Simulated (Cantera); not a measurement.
## Premixed flame

A freely propagating, adiabatic, planar premixed flame of H₂ : O₂ : N₂ = 1 : 0.333 : 1.25 (molar parts), equivalence ratio 1.5, unburnt at 300 K and 3380 Torr; mixture-averaged transport, grid criteria slope 0.08 and curve 0.16, no radiation.

Cantera simulation using the H2/O2 subset of GRI-Mech 3.0, which has no nitrogen chemistry; the numbers are that mechanism's predictions, not measurements. The hydrogen kinetics of GRI-Mech 3.0 are dated; newer H2 mechanisms differ, most at raised pressure. Burning velocities carry a grid error of a few per cent, more on coarse grids.

```csv
z (mm),T (K),u (m/s),x H₂,x O₂,x HO₂,x H,x H₂O,x O
-0.145,300,3.02,0.387,0.129,<1e-8,<1e-8,<1e-8,<1e-8
-0.0969,300,3.02,0.387,0.129,<1e-8,<1e-8,<1e-8,<1e-8
-0.0727,300,3.02,0.387,0.129,1.09e-8,<1e-8,1.63e-7,<1e-8
-0.0484,301,3.03,0.386,0.129,4.29e-7,<1e-8,5.76e-6,2.32e-8
-0.0242,358,3.52,0.369,0.132,0.000177,6.45e-7,0.00169,2.76e-6
-0.0121,686,6.48,0.326,0.126,0.00110,0.00140,0.0280,0.000142
0,1151,10.6,0.262,0.0984,0.000443,0.0127,0.0946,0.00125
0.0121,1486,13.5,0.198,0.0582,0.000210,0.0293,0.173,0.00299
0.0242,1683,15.2,0.156,0.0275,9.20e-5,0.0400,0.229,0.00321
0.0484,1860,16.7,0.131,0.00606,1.90e-5,0.0419,0.269,0.00217
0.0969,1995,17.8,0.130,0.00139,4.59e-6,0.0320,0.281,0.00126
0.194,2101,18.6,0.134,0.000597,2.04e-6,0.0212,0.287,0.000609
0.387,2177,19.2,0.138,0.000237,8.32e-7,0.0129,0.291,0.000242
```
x: mole fraction of selected species; z is measured from the peak of heat release.

The laminar burning velocity comes out as 302 cm/s. The thermal thickness is 0.0484 mm and the peak x(HO₂) comes out as 0.00118. The peak x(H) comes out as 0.0431 and the peak x(O) comes out as 0.00330. The grid points is 116.
